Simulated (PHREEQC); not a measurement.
A solution holds 0.1 mol/kgw NaH2PO4, 0.073 mol/kgw K2HPO4 and 0.034 mol/kgw KCl, at 85 °C. Closed to the air; pH follows from the charge balance.

Model: ion-association model, phreeqc.dat, run in PHREEQC.

This is a speciation only: nothing precipitates in the calculation.

### Question
Predict the pH, activity of water.

### Answer
pH 6.39; activity of water 0.992.

### Question
In which forms is P present?

### Answer
H2PO4- 58 %, HPO4-2 38 %, KHPO4- 2.6 %, NaHPO4- 1.5 % of the P.

Away from 25 °C the constants follow the database's enthalpies or fits; those with neither stay at their 25 °C values.
